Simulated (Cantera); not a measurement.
A closed system holds: 1 mol Si3N4, a varied amount of HF, equilibrated at 2.20e-5 bar.

Method: chemical equilibrium by Gibbs-energy minimisation in Cantera with the NASA 1993 tables (ideal gas, pure condensed phases). Candidate condensed phases: Si, Si3N4; 37 gas species. The tables' values for SiF2, SiF3 are old estimates. The numbers say what is thermodynamically allowed, not how fast it happens.

Stable condensed phases, one row left out:

```
T in °C \ n(HF) in mol
         4.2 5.9 8.3  12  17  24  34
   1400    A   A   B   B   B   B   B
   1350    A   A   B   B   B   B   B
   1300    A   A   B   B   B   B   B
   1250    A   A   B   B   B   B   B
   1150    A   A   A   B   B   B   B
   1100    C   C   C   B   B   B   B
   1050    C   C   C   B   B   B   B
   1000    C   C   C   B   B   B   B
    950    C   C   C   B   B   B   B
    900    C   C   C   B   B   B   B
    850    C   C   C   B   B   B   B
```

A: Si; B: gas only; C: Si3N4.

Q: Give the row for 1200 °C.

A: 4.2: Si; 5.9: Si; 8.3: gas only; 12: gas only; 17: gas only; 24: gas only; 34: gas only.
